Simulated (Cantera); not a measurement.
A perfectly stirred reactor is fed with CH4 : H2 : O2 : N2 = 1 : 0.13 : 1.21 : 4.57 (molar parts), at 8.00 bar; it is adiabatic with a 598 K inlet, and is followed from long to short residence time, starting on the burning branch (τ in s: 0.044, 0.015, 0.0054, 0.0019, 0.00066, 0.00023, 8.1e-05, 2.8e-05, 9.9e-06).

Cantera simulation using GRI-Mech 3.0 (53 species, 325 reactions); the numbers are that mechanism's predictions, not measurements.

Question: What does this change do: inlet temperature 598 to 775 K?

Answer: 
| quantity | before | after |
|---|---|---|
| blow-out, bracketed by the residence times tried | burning at 0.230 ms, out at 81.0 µs | burning at 81.0 µs, out at 28.0 µs |
| x(CH4) at τ = 44.0 ms | 0.00315 | 0.000932 |
| x(H2) at τ = 44.0 ms | 0.109 | 0.116 |
| x(O2) at τ = 44.0 ms | 0.000133 | 5.28e-5 |
| x(HO2) at τ = 44.0 ms | 5.61e-8 | 2.27e-8 |
| x(OH) at τ = 44.0 ms | 3.22e-5 | 8.26e-5 |
| x(CH4) at τ = 0.660 ms | 0.0134 | 0.00756 |
| x(H2) at τ = 0.660 ms | 0.0718 | 0.0870 |
| x(O2) at τ = 0.660 ms | 0.00546 | 0.00246 |
| x(HO2) at τ = 0.660 ms | 2.94e-6 | 1.20e-6 |
| x(OH) at τ = 0.660 ms | 8.06e-5 | 0.000164 |

Question: What does this change do: pressure from 8.00 bar to 0.550 bar?

Answer: 
```csv
quantity,before,after
"blow-out, bracketed by the residence times tried","burning at 0.230 ms, out at 81.0 µs","burning at 0.660 ms, out at 0.230 ms"
x(CH4) at τ = 44.0 ms,0.00315,0.00182
x(H2) at τ = 44.0 ms,0.109,0.112
x(O2) at τ = 44.0 ms,0.000133,0.000387
x(HO2) at τ = 44.0 ms,5.61e-8,5.88e-8
x(OH) at τ = 44.0 ms,3.22e-5,0.000172
x(CH4) at τ = 0.660 ms,0.0134,0.0114
x(H2) at τ = 0.660 ms,0.0718,0.0868
x(O2) at τ = 0.660 ms,0.00546,0.0159
x(HO2) at τ = 0.660 ms,2.94e-6,7.76e-6
x(OH) at τ = 0.660 ms,8.06e-5,0.000316
```
